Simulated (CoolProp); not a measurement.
Computed with CoolProp (reference Helmholtz-energy equation of state, Gao 2022).

Give the vapour pressure (bar), enthalpy of vaporisation (kJ/kg), vapour Z of saturated n-perfluorohexane at -25.85, 61.65, 99.15 °C.


```
T (°C)  p (bar)  enthalpy of vaporisation (kJ/kg)  vapour Z
------  -------  --------------------------------  --------
-25.85   0.0173                               106     0.997
61.65      1.18                              83.2     0.930
99.15      3.48                              71.0     0.845
```
